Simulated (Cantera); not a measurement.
# Equilibrium for silicon etching in halogen gases: Si + Cl₂

Feed: 1 mol Si, 7.3 mol Cl₂, at 575 K and 0.00133 bar.

Equilibrium computed with Cantera from the NASA thermochemical tables; the gas is ideal and each condensed phase is pure. Candidate condensed phases: Si; 9 gas species. Rates play no part.

x(Cl₂): 0.841
x(SiCl₄): 0.159
gas amount: 6.300 mol
log10 activity of Si(s) (absent): -51.01
